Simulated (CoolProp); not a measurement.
Water along the isotherm 721.3 K: fugacity coefficient from the reference equation and from simpler models built on Tc = 647.1 K, pc = 22.06 MPa, ω = 0.344; each cubic takes its own stable root.

Model: reference Helmholtz-energy equation of state, Wagner 2002, in CoolProp.

```json
[
 {"p (MPa)": "0.174", "phase": "gas", "reference": "0.9983"},
 {"p (MPa)": "0.294", "phase": "gas", "reference": "0.9971"},
 {"p (MPa)": "0.497", "phase": "gas", "reference": "0.9951"},
 {"p (MPa)": "0.838", "phase": "gas", "reference": "0.9917"},
 {"p (MPa)": "1.41", "phase": "gas", "reference": "0.9861"},
 {"p (MPa)": "2.39", "phase": "gas", "reference": "0.9764"},
 {"p (MPa)": "4.03", "phase": "gas", "reference": "0.9602"},
 {"p (MPa)": "6.8", "phase": "gas", "reference": "0.9329"},
 {"p (MPa)": "11.5", "phase": "gas", "reference": "0.8867"},
 {"p (MPa)": "19.4", "phase": "gas", "reference": "0.8097"},
 {"p (MPa)": "32.7", "phase": "supercritical", "reference": "0.6826"},
 {"p (MPa)": "55.2", "phase": "supercritical", "reference": "0.5052"}
]
```

Question: How far does each simpler model (van der Waals, Redlich-Kwong, Soave-Redlich-Kwong, Peng-Robinson) lie from the reference over these 12 states: mean and median of the absolute difference, and the worst?

Answer: 
- van der Waals: mean 0.4 %, median 0.1 %, worst -2.7 % at 721.3 K and 32.7 MPa
- Redlich-Kwong: mean 0.8 %, median 0.4 %, worst -3.2 % at 721.3 K and 32.7 MPa
- Soave-Redlich-Kwong: mean 0.8 %, median 0.1 %, worst +7.4 % at 721.3 K and 55.2 MPa
- Peng-Robinson: mean 1.0 %, median 0.6 %, worst -3.0 % at 721.3 K and 32.7 MPa
